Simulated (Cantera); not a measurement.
A closed system holds: 1 mol FeS, 0.17 mol H2S, 0.1 mol CO2, held at 1077 °C and 13.3 mbar.

Method: chemical equilibrium by Gibbs-energy minimisation in Cantera with the NASA 1993 tables (ideal gas, pure condensed phases). Candidate condensed phases: C, C6H6, C7H8, C8H18, Fe, Fe(CO)5, FeO, Fe(OH)2, Fe(OH)3, FeS, FeSO4, FeS2, Fe2O3, Fe2(SO4)3, Fe3O4, H2O, H2SO4, S; 127 gas species. FeS: taken at fixed stoichiometry. Rates play no part.

Base state: H2 0.213, S2 0.202, CO 0.198, H2O 0.197, CO2 0.0932, H2S 0.0900, COS 0.00272, SO2 0.00207 (mole fractions); condensed: FeS(s).

Problem. What changes in the equilibrium state with this change: temperature from 1077 °C to 802 °C?

Solution. 
```json
[
 {"species": "H2S", "before": "0.0900", "after": "0.294"},
 {"species": "CO2", "before": "0.0932", "after": "0.181"},
 {"species": "H2O", "before": "0.197", "after": "0.144"},
 {"species": "H2", "before": "0.213", "after": "0.114"},
 {"species": "COS", "before": "0.00272", "after": "0.0109"},
 {"species": "S2", "before": "0.202", "after": "0.123"},
 {"species": "CO", "before": "0.198", "after": "0.133"},
 {"species": "S", "before": "2.29e-5", "after": "1.29e-7"},
 {"species": "SO", "before": "0.000261", "after": "3.71e-6"},
 {"species": "FeS(s), mol", "before": "1.00", "after": "1.00"}
]
```
Gases not in the tables: S3 to S7.

Problem. What changes in the equilibrium state with this change: pressure from 13.3 mbar to 0.250 bar?

Solution. 
| species | before | after |
|---|---|---|
| H2S | 0.0900 | 0.213 |
| H2O | 0.197 | 0.185 |
| CO | 0.198 | 0.178 |
| H2 | 0.213 | 0.133 |
| S2 | 0.202 | 0.153 |
| CO2 | 0.0932 | 0.126 |
| CS2 | 1.88e-5 | 0.000160 |
| S | 2.29e-5 | 4.61e-6 |
| COS | 0.00272 | 0.00920 |
| SO | 0.000261 | 7.92e-5 |
| SO2 | 0.00207 | 0.000941 |
| FeS(s), mol | 1.00 | 1.00 |
